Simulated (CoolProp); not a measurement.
Vapour-liquid equilibrium of propane (1) + R114 (2) at 45.35 °C; x and y are mole fractions of (1).

The numbers come from the multi-fluid Helmholtz-energy mixture model, Lemmon 2009 and Platzer 1990; pair parameters Bell 2016 in CoolProp. This equation is an older, rougher fit; its heat capacities, sound speeds and derivatives of the liquid may be far off and weren't checked against measurements.

Give the bubble pressure and the first vapour's composition at x = 0.05, 0.2, 0.65. Is there an azeotrope?

x = 0.05: 0.4678 MPa, y = 0.181; x = 0.2: 0.6708 MPa, y = 0.483; x = 0.65: 1.172 MPa, y = 0.830. No azeotrope shows between x = 0.05 and 0.95.

The pair parameters rest on a limited set of measurements; away from them the model extrapolates.
